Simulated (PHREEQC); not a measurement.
2.4 g of hydrous ferric oxide (600 m²/g; 0.2 weak and 0.005 strong sites per Fe, Dzombak-Morel constants, diffuse double layer) in 1 kg of water with 0.1 mol/kgw of an inert sodium salt and 6.5e-06 mol PbCl2, at 25 °C; the pH is set by adding NaOH or the inert anion's acid. Oxygen alone is held at its pressure in air (log pO2 = -0.68). CO2 from the air is kept out. No solid was allowed to form.

Base run: PHREEQC, ion-association model, wateq4f.dat. Each further column changes one thing. The table gives surface charge σ (C/m²).

```csv
pH,base,background salt from 0.1 to 0.01 mol/kgw,oxide from 2.4 to 12 g/kgw,0.013 mol/kgw Ag2SO4 added
4,0.321,0.224,0.324,___
4.67,0.254,0.147,0.258,0.057
6,0.112,0.050,0.113,0.044
6.67,0.063,0.026,0.064,___
7.33,0.030,0.011,0.030,___
8.67,-0.020,-0.007,-0.020,-0.004
9.33,-0.050,-0.020,-0.051,-0.004
10,-0.094,-0.041,-0.095,-0.004
11.33,-0.229,___,-0.233,-0.005
12,-0.307,___,-0.310,-0.010
```

### Question
Complete the blanks.

### Answer

- 4, 0.013 mol/kgw Ag2SO4 added: 0.058
- 6.67, 0.013 mol/kgw Ag2SO4 added: 0.032
- 7.33, 0.013 mol/kgw Ag2SO4 added: 0.017
- 11.33, background salt from 0.1 to 0.01 mol/kgw: -0.134
- 12, background salt from 0.1 to 0.01 mol/kgw: -0.232

 In at least one series the solution becomes supersaturated in solids that the run did not let form, among them Pb(OH)2, Cerargyrite, Ag2O.
